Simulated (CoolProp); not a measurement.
Values from CoolProp's reference Helmholtz-energy equation of state, Penoncello 2003.

Task: For CHF3 (R23), give the phase and the Z, Joule-Thomson coefficient (K/MPa), isothermal compressibility (1/MPa), Prandtl number at 320.8 K and 2420 kPa; 320.8 K and 14500 kPa; 320.8 K and 21700 kPa.

Result: 
- 320.8 K and 2420 kPa: gas; Z 0.844, Joule-Thomson coefficient 10.5, isothermal compressibility 0.497, Prandtl number 0.871
- 320.8 K and 14500 kPa: supercritical; Z 0.423, Joule-Thomson coefficient 0.892, isothermal compressibility 0.0217, Prandtl number 1.73
- 320.8 K and 21700 kPa: supercritical; Z 0.569, Joule-Thomson coefficient 0.333, isothermal compressibility 0.0104, Prandtl number 1.64

Viscosity comes from a separate model (Shan 2000). Thermal conductivity comes from a separate model (Shan 2000).
